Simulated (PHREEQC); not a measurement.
Consider water at 25 °C with 0.12 mol KOH, 0.011 mol Al(NO3)3 and 0.0047 mol CuSO4 per kg of water. Closed to the air; pH follows from the charge balance.

Equilibrium calculation in PHREEQC: ion-association model, wateq4f.dat.

The ionic strength comes out as 0.124 mol/kgw. What activity coefficients do Cu(OH)4-2, K+, Al(OH)4-, Cu(OH)3-, KSO4- get?

Cu(OH)4-2 0.35, K+ 0.75, Al(OH)4- 0.76, Cu(OH)3- 0.77, KSO4- 0.77.

No solid was allowed to form. Saturation is exceeded, for instance for Cu(OH)2, Brochantite; the values hold only as long as no solid forms. The database's constant for dissolved Cu(OH)2 is higher than later reviews accept.
